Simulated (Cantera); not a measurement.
Feed: 1 mol CaCO3, 0.18 mol C, 0.01 mol H2O, held at 977 °C and 0.140 bar.

Method: chemical equilibrium by Gibbs-energy minimisation in Cantera with the NASA 1993 tables (ideal gas, pure condensed phases). Candidate condensed phases: C, C6H6, C7H8, C8H18, Ca, CaCO3, CaO, Ca(OH)2, H2O; 115 gas species. The numbers say what is thermodynamically allowed, not how fast it happens.

Base state: CO2 0.691, CO 0.301, H2O 0.00657, H2 0.00183 (mole fractions); condensed: CaO(s).

### Question
What changes in the equilibrium state with this change: temperature from 977 °C to 1452 °C?

### Answer
```json
[
 {"species": "CO2", "before": "0.691", "after": "0.690"},
 {"species": "CO", "before": "0.301", "after": "0.302"},
 {"species": "H2O", "before": "0.00657", "after": "0.00747"},
 {"species": "H2", "before": "0.00183", "after": "0.000927"},
 {"species": "H", "before": "5.52e-8", "after": "1.51e-5"},
 {"species": "CaO(s), mol", "before": "1.00", "after": "1.00"}
]
```

### Question
What changes in the equilibrium state with this change: temperature from 977 °C to 375 °C?

### Answer
| species | before | after |
|---|---|---|
| H2O | 0.00657 | 0.442 |
| CO2 | 0.691 | 0.227 |
| H2 | 0.00183 | 0.189 |
| CO | 0.301 | 0.00608 |
| CH4 | <1e-9 | 0.136 |
| CaO(s), mol | 1.00 | 0 |
| C(graphite), mol | 0 | 0.176 |
| CaCO3(calcite), mol | 0 | 1.00 |
